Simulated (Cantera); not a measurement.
A perfectly stirred reactor is fed with H2 : O2 : N2 : NO = 1 : 1.22 : 6.3 : 0.02 (molar parts), at 15.0 bar; it is adiabatic with a 425 K inlet, and is followed from long to short residence time, starting on the burning branch (τ in s: 0.067, 0.03, 0.013, 0.0059, 0.0026, 0.0012, 0.00051, 0.00023, 0.0001, 4.5e-05, 2e-05, 8.9e-06, 3.9e-06).

Cantera simulation using GRI-Mech 3.0 (53 species, 325 reactions); the numbers are that mechanism's predictions, not measurements. The hydrogen kinetics of GRI-Mech 3.0 are dated; newer H2 mechanisms differ, most at raised pressure. The pressure lies above the range GRI-Mech 3.0 was tuned for (to about 10 atm). The mechanism lacks 2 NO + O2 → 2 NO2 and HONO, so NO2 and the effect of NO are under-described below about 1400 K.

Predict: blow-out, bracketed by the residence times tried; x(H2) at τ = 67.0 ms; x(O2) at τ = 67.0 ms; x(NO) at τ = 67.0 ms; x(H) at τ = 67.0 ms; x(N2O) at τ = 67.0 ms; x(H2) at τ = 0.510 ms; x(O2) at τ = 0.510 ms; x(NO) at τ = 0.510 ms.


```json
{
 "blow_out_bracketed_by_the_residence_times_tried": "burning at 1.20 ms, out at 0.510 ms",
 "x(H2) at τ = 67.0 ms": "0.000267",
 "x(O2) at τ = 67.0 ms": "0.0894",
 "x(NO) at τ = 67.0 ms": "0.00189",
 "x(H) at τ = 67.0 ms": "6.87e-8",
 "x(N2O) at τ = 67.0 ms": "2.60e-6",
 "x(H2) at τ = 0.510 ms": "0.117",
 "x(O2) at τ = 0.510 ms": "0.143",
 "x(NO) at τ = 0.510 ms": "0.00234"
}
```
